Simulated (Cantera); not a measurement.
Cantera run, input and output.

```python
import numpy as np
import cantera as ct

surf = ct.Interface("diamond.yaml", "diamond_100")
gas, bulk = surf.adjacent["gas"], surf.adjacent["diamond"]
k = surf.kinetics_species_index(bulk.species_names[0])
cover = ["c6HH", "c6H*", "c6*H", "c6**", "c6HM", "c6B"]

rows, drift = [], 0.0
print(f"{'T':>10s}{'um/h':>11s}" + "".join(f"{s:>11s}" for s in cover))
for v in [900, 950, 1000, 1050, 1100, 1150, 1200, 1250, 1300, 1350, 1400]:
    T, P, xH, xCH3 = v, 10000, 0.033, 0.00016
    gas.TPX = T, P, {"H": xH, "CH3": xCH3, "CH4": 0.0064, "H2": 1 - xH - xCH3 - 0.0064}
    surf.TP = bulk.TP = T, P
    surf.coverages = "c6H*:0.1, c6HH:0.9"
    surf.advance_coverages(100.0)
    before = surf.coverages
    surf.advance_coverages(100.0)
    drift = max(drift, np.max(np.abs(surf.coverages - before) / (surf.coverages + 1e-9)))
    rate = surf.net_production_rates[k] * bulk.mean_molecular_weight / bulk.density * 3.6e9
    rows.append([rate, *surf[cover].coverages])
    print(f"{v:10.4g}{rate:11.4e}" + "".join(f"{x:11.3e}" for x in rows[-1][1:]))
```

Result:

```
         T       um/h       c6HH       c6H*       c6*H       c6**       c6HM        c6B
       900 5.0222e+00  6.884e-01  1.102e-02  2.910e-01  4.439e-03  4.090e-03  1.363e-08
       950 6.6578e+00  6.406e-01  1.473e-02  3.336e-01  6.778e-03  3.274e-03  1.807e-08
      1000 8.4955e+00  5.944e-01  1.894e-02  3.732e-01  9.873e-03  2.646e-03  2.305e-08
      1050 1.0469e+01  5.506e-01  2.358e-02  4.089e-01  1.381e-02  2.151e-03  2.841e-08
      1100 1.2434e+01  5.096e-01  2.856e-02  4.405e-01  1.864e-02  1.746e-03  3.374e-08
      1150 1.4075e+01  4.717e-01  3.377e-02  4.679e-01  2.441e-02  1.391e-03  3.819e-08
      1200 1.4825e+01  4.369e-01  3.913e-02  4.911e-01  3.112e-02  1.054e-03  4.023e-08
      1250 1.4086e+01  4.050e-01  4.455e-02  5.103e-01  3.876e-02  7.245e-04  3.822e-08
      1300 1.1972e+01  3.760e-01  4.996e-02  5.259e-01  4.726e-02  4.365e-04  3.249e-08
      1350 9.5693e+00  3.497e-01  5.529e-02  5.379e-01  5.658e-02  2.313e-04  2.597e-08
      1400 7.8792e+00  3.257e-01  6.047e-02  5.469e-01  6.660e-02  1.123e-04  2.138e-08
```

Detailed kinetics in Cantera: the Harris–Goodwin 1993 mechanism for the reconstructed diamond (100) surface.
